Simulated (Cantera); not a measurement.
Input (Python, Cantera) and output of one run.

```python
import numpy as np
import cantera as ct

gas_names = """
    C CO CO2 C2 C2O C3 C3O2 C4 C5 Cu CuO Cu2 O O2 O3
""".split()
cond_names = """
    C(gr) Cu(cr) Cu(L) CuO(s) Cu2O(s) Cu2O(L)
""".split()


# ... load() reads the species with a 1 bar reference pressure and builds the phases ...
atoms = {
    'CuO': {'Cu': 1, 'O': 1},
    'CO': {'C': 1, 'O': 1},
}
top_T = {'C(gr)': 4500, 'CuO(s)': 1390}  # K; cautious upper limits of use, not melting points


# ... equilibrate(T, P, feed) seeds the gas with the atoms and calls Mixture.equilibrate('TP', solver="vcs", rtol=1e-11, max_steps=5000) ...
results = []
feed = {'CuO': 1, 'CO': 5.6}  # mol
T = 1073  # K
P = 10000  # Pa
mix = equilibrate(T, P, feed)
results.append((T, P, feed, dict(zip(mix.species_names, mix.species_moles))))
print(gas.report(threshold=0.0001))
for i in range(1, mix.n_phases):
    print(f"{mix.phase(i).name:16s} {mix.phase_moles(i):12.5e} mol")
```

Output:

```
       temperature   1073 K
          pressure   10000 Pa
           density   0.034599 kg/m^3
  mean mol. weight   30.867 kg/kmol
   phase of matter   gas

                          1 kg             1 kmol
                     ---------------   ---------------
          enthalpy       -4.3596e+06       -1.3457e+08  J
   internal energy       -4.6487e+06       -1.4349e+08  J
           entropy              8631        2.6641e+05  J/K
    Gibbs function       -1.3621e+07       -4.2043e+08  J
 heat capacity c_p            1210.2             37354  J/K
 heat capacity c_v             940.8             29040  J/K

                      mass frac. Y      mole frac. X     chem. pot. / RT
                     ---------------   ---------------   ---------------
                CO            0.7454           0.82143           -40.676
               CO2            0.2546           0.17857           -76.794
     [  +13 minor]        4.9063e-09        2.3832e-09

C(gr)             0.00000e+00 mol
Cu(cr)            1.00000e+00 mol
CuO(s)            0.00000e+00 mol
Cu2O(s)           0.00000e+00 mol
```

These are equilibrium values from Cantera (NASA tables, ideal gas, pure condensed phases), not measurements of a reactor.
